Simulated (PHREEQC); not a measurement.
# Ultrapure water in contact with air or piping (model solution)

Synthetic water in mg/L, 25 °C, pH 6.87, pe 8.4:

| constituent | mg/L |
|---|---|
| Na | 0.282 |
| K | 0.016 |
| Ca | 0.182 |
| Mg | 0.0223 |
| Cl | 0.161 |
| S(6) as SO4 | 0.203 |
| Alkalinity as HCO3 | 0.893 |
| N(5) as NO3 | 0.0129 |
| Ni | 0.00128 |
| Br | 0.0448 |
| O(0) (dissolved oxygen) | 0.00432 |

Valence states are taken as typed.

Computed with PHREEQC (ion-association model, wateq4f.dat).

* **ionic strength**: 3.16e-5 mol/kgw
* **charge-balance error**: -1.1 %

```json
[
 {"species": "HCO3-", "molality": "1.47e-5", "activity": "1.46e-5", "log γ": "-0.003"},
 {"species": "Na+", "molality": "1.23e-5", "activity": "1.22e-5", "log γ": "-0.003"},
 {"species": "Cl-", "molality": "4.54e-6", "activity": "4.51e-6", "log γ": "-0.003"},
 {"species": "Ca+2", "molality": "4.54e-6", "activity": "4.42e-6", "log γ": "-0.011"},
 {"species": "CO2", "molality": "4.42e-6", "activity": "4.42e-6", "log γ": "0.000"},
 {"species": "SO4-2", "molality": "2.11e-6", "activity": "2.06e-6", "log γ": "-0.011"},
 {"species": "Mg+2", "molality": "9.17e-7", "activity": "8.93e-7", "log γ": "-0.011"},
 {"species": "Br-", "molality": "5.61e-7", "activity": "5.57e-7", "log γ": "-0.003"},
 {"species": "K+", "molality": "4.09e-7", "activity": "4.06e-7", "log γ": "-0.003"}
]
```

No solid was allowed to form. Species that the database lacks are ignored.
